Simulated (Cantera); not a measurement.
Input: 1 mol SiO2, 1.8 mol C, 2.7 mol H2, at 0.240 Torr.

Cantera equilibrium calculation (NASA polynomials, part measured and part estimated; ideal gas, pure solids and liquids). Candidate condensed phases: C, C6H6, C7H8, C8H18, H2O, Si, SiC, SiO2; 123 gas species. Mutual solubility and eutectic melting of coexisting phases are not modelled. The tables hold silica as quartz up to 1696 K and as liquid above; real silica turns to tridymite and cristobalite and melts near 1996 K. Equilibrium is a limit: real reactors are often held back by kinetics, nucleation or transport.

Question: Which condensed phases are stable at each of these points (T (K)): 1275, 1350, 1425, 1500, 1575, 1650, 1725?

Answer: 
| T (K) | condensed phases | Si condensed (%) |
|---|---|---|
| 1275 | SiC(s) + SiO2(β-quartz) | 99.6 |
| 1350 | SiC(s) + SiO2(β-quartz) | 95.3 |
| 1425 | SiC(s) + SiO2(β-quartz) | 47.6 |
| 1500 | SiC(s) | 40.0 |
| 1575 | SiC(s) | 40.0 |
| 1650 | SiC(s) | 40.0 |
| 1725 | SiC(s) | 39.9 |

From 1275 K to 1425 K the condensed part is SiC(s) + SiO2(β-quartz). From 1500 K to 1725 K the condensed part is SiC(s).
